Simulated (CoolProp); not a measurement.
A single-stage vapour-compression cycle with R1336mzz(E): evaporating at 291.15 K (dew point), condensing at 318.15 K (bubble point), superheat 10 K, subcooling 5 K, compressor efficiency 0.75, no pressure losses. Each further row changes one setting.

Computed with CoolProp (reference Helmholtz-energy equation of state, Akasaka 2023).

```
case                              cooling COP  pressure ratio  discharge temperature (K)  refrigerating effect (kJ/kg)  volumetric capacity (kJ/m³)
--------------------------------  -----------  --------------  -------------------------  ----------------------------  ---------------------------
as stated                                7.42            2.47                      326.3                           129                         1350
evaporating temperature 296.15 K         9.50            2.06                      326.5                           133                         1650
condensing temperature 313.15 K          9.37            2.12                      321.8                           135                         1410
subcooling 10 K                          7.78            2.47                      326.3                           135                         1410
superheat 20 K                           7.58            2.47                      336.5                           138                         1380
compressor efficiency 0.65               6.43            2.47                      329.2                           129                         1350
```
